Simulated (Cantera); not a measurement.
What does this Cantera script print?

```python
import numpy as np
import cantera as ct

gas_names = """
    B BH BH2 BH3 BN BO BO2 B2 B2O B2O2 B2O3 B3O3H3 H HBO HBO2 HNO HNO2 HNO3 HO2 H2 H2O H2O2 H3B3O6 N NH
    NH2 NH3 NH2OH NO NO2 NO3 N2 N2H2 N2H4 N2O O OH O2 O3
""".split()
cond_names = """
    B(b) B(L) BN(s) B2O3(L) B3O3H3(cr) H2O(s) H2O(L)
""".split()


def load(file, names, dense=False):
    # The tables refer to 1 bar. Condensed volumes are neglected.
    table = {s.name: s for s in ct.Species.list_from_file(file)}
    out = []
    for n in names:
        d = dict(table[n].input_data)
        d["thermo"] = dict(d["thermo"], **{"reference-pressure": 1e5})
        if dense:
            d["equation-of-state"] = {"model": "constant-volume", "density": "1e6 g/cm^3"}
        out.append(ct.Species.from_dict(d))
    return out


gas = ct.Solution(thermo="ideal-gas", species=load("nasa_gas.yaml", gas_names))
cond = {s.name: ct.Solution(thermo="fixed-stoichiometry", species=[s], name=s.name)
        for s in load("nasa_condensed.yaml", cond_names, dense=True)}
atoms = {
    'borazine': {'B': 3, 'N': 3, 'H': 6},
    'H2O': {'H': 2, 'O': 1},
}
top_T = {'BN(s)': 3200}  # K; cautious upper limits of use, not melting points


def equilibrate(T, P, feed):
    n = {}
    for name, mol in feed.items():
        for a, k in atoms[name].items():
            n[a] = n.get(a, 0.0) + k * mol
    gas.TPX = T, P, n
    mass = sum(n.values()) * gas.mean_molecular_weight
    gas.equilibrate("TP")
    valid = [c for c in cond.values() if c.min_temp <= T <= top_T.get(c.name, c.max_temp)]
    mix = ct.Mixture([(gas, mass / gas.mean_molecular_weight)] + [(c, 0.0) for c in valid])
    mix.T, mix.P = T, P
    mix.equilibrate("TP", solver="vcs", rtol=1e-11, max_steps=5000)
    return mix


results = []
feed = {'borazine': 1, 'H2O': 0.28}  # mol
P = 133.322  # Pa
for T in [1850, 1875, 1900, 1925, 1950, 1975, 2000, 2025, 2050, 2075, 2100]:
    mix = equilibrate(T, P, feed)
    results.append((T, P, feed, dict(zip(mix.species_names, mix.species_moles))))

top = {s: max(r[3][s] / sum(r[3][g] for g in gas_names) for r in results) for s in gas_names}
cols = sorted((s for s in top if top[s] > 0.0001), key=lambda s: -top[s])[:5]
seen = [c for c in cond_names if any(r[3].get(c, 0) > 1e-12 for r in results)]
print("log10 of partial pressures in bar; condensed amounts in mol")
print(f"{'T/K':>10s}" + "".join(f"{s[:9]:>10s}" for s in cols + seen))
for T, P, feed, n in results:
    ng = sum(n[g] for g in gas_names)
    print(f"{T:10.4g}" + "".join(f"{np.log10(max(n[s] / ng * P / 1e5, 1e-99)):10.3f}" for s in cols)
          + "".join(f"{n.get(c, 0):10.4g}" for c in seen))
```

Output:

```
log10 of partial pressures in bar; condensed amounts in mol
       T/K        H2        N2         H       HBO        BO      B(b)     BN(s)
      1850    -2.931    -4.287    -4.734    -4.203    -4.779         0     2.721
      1875    -2.933    -4.287    -4.650    -4.211    -4.712         0      2.72
      1900    -2.935    -4.288    -4.568    -4.221    -4.650         0     2.719
      1925    -2.937    -4.288    -4.488    -4.234    -4.591         0     2.719
      1950    -2.941    -4.262    -4.411    -4.251    -4.538   0.01878     2.699
      1975    -2.953    -4.093    -4.340    -4.279    -4.494     0.172     2.545
      2000    -2.970    -3.929    -4.274    -4.315    -4.457    0.4042     2.313
      2025    -2.994    -3.769    -4.212    -4.362    -4.429    0.7613     1.955
      2050    -3.028    -3.613    -4.158    -4.424    -4.413     1.326     1.389
      2075    -3.078    -3.461    -4.113    -4.509    -4.413     2.264    0.4501
      2100    -3.104    -3.413    -4.058    -4.566    -4.399     2.712         0
```

Cantera equilibrium calculation (NASA polynomials, part measured and part estimated; ideal gas, pure solids and liquids). The feed counts by its element totals alone. Mutual solubility and eutectic melting of coexisting phases are not modelled. The tables' values for BH2 are old estimates; treat these amounts as uncertain.
